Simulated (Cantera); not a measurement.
**Ammonia decomposition in nitride growth gas**

An isothermal, constant-pressure homogeneous reactor starts with NH3 : H2 : N2 = 1 : 15 : 0.39 (molar parts), at 1925 K and 0.0132 atm.

Cantera simulation using the gas-phase N/H chemistry of the illustrative SiF4/NH3 mechanism in the Surface Chemkin manual (1991); the numbers are that mechanism's predictions, not measurements. Walls and surfaces, which speed up NH3 decomposition in real reactors, are not modelled.

| t (s) | x NH3 | x H2 | x N2H4 | x N2 | x N2H2 |
|---|---|---|---|---|---|
| 2.00e-6 | 0.0610 | 0.915 | <1e-12 | 0.0238 | <1e-12 |
| 7.46e-6 | 0.0610 | 0.915 | <1e-12 | 0.0238 | <1e-12 |
| 2.78e-5 | 0.0610 | 0.915 | <1e-12 | 0.0238 | <1e-12 |
| 0.000104 | 0.0610 | 0.915 | <1e-12 | 0.0238 | <1e-12 |
| 0.000386 | 0.0610 | 0.915 | <1e-12 | 0.0238 | <1e-12 |
| 0.00144 | 0.0610 | 0.915 | <1e-12 | 0.0238 | 8.86e-12 |
| 0.00537 | 0.0610 | 0.915 | <1e-12 | 0.0238 | 1.41e-10 |
| 0.0200 | 0.0610 | 0.915 | 7.87e-12 | 0.0238 | 2.59e-9 |
| 0.0746 | 0.0608 | 0.915 | 1.01e-10 | 0.0238 | 5.92e-8 |
| 0.278 | 0.0588 | 0.915 | 3.07e-10 | 0.0247 | 2.55e-7 |
| 1.04 | 0.0500 | 0.920 | 2.48e-10 | 0.0286 | 2.13e-7 |
| 3.86 | 0.0279 | 0.932 | 1.12e-10 | 0.0386 | 1.07e-7 |
| 14.4 | 0.00256 | 0.945 | 5.27e-12 | 0.0499 | 8.52e-9 |
| 53.7 | 7.73e-6 | 0.941 | <1e-12 | 0.0510 | 1.07e-12 |
| 200 | 1.24e-6 | 0.941 | <1e-12 | 0.0510 | <1e-12 |
x: mole fraction; the columns are a selection and need not sum to one.

Equilibrium at this temperature and pressure: NH3 6.26e-8, H2 0.941, N2H4 <1e-12, N2 0.0510, N2H2 <1e-12 (gas phase only).
